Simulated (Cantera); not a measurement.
**Transport properties of process gases**

Gas mixture: 48.0 % N2, 52.0 % CO2, at 0.120 Torr, frozen composition.

Cantera's kinetic-theory transport with the Lennard-Jones parameters of GRI-Mech 3.0, ideal gas; thermal conductivity in the multicomponent form.

```tsv
T (K)	ρ (kg/m³)	cp (J/kg/K)	μ (µPa s)	λ (mW/m/K)	Pr	D (cm²/s) NO	D (cm²/s) N2	D (cm²/s) C2H2
400	0.000175	978.2	20.9	28.7	0.711	1860	1690	1520
550	0.000127	1053	26.9	39.4	0.718	3240	2960	2700
700	9.99e-5	1115	32.2	49.7	0.721	4890	4490	4120
850	8.22e-5	1167	37.0	59.7	0.723	6790	6260	5770
1000	6.99e-5	1210	41.4	69.3	0.723	8930	8240	7620
1150	6.08e-5	1242	45.5	78.2	0.724	11300	10400	9660
1300	5.38e-5	1268	49.5	86.7	0.724	13900	12800	11900
1450	4.82e-5	1289	53.2	94.8	0.724	16600	15400	14300
```
D: mixture-averaged diffusion coefficient of that species in the mixture.
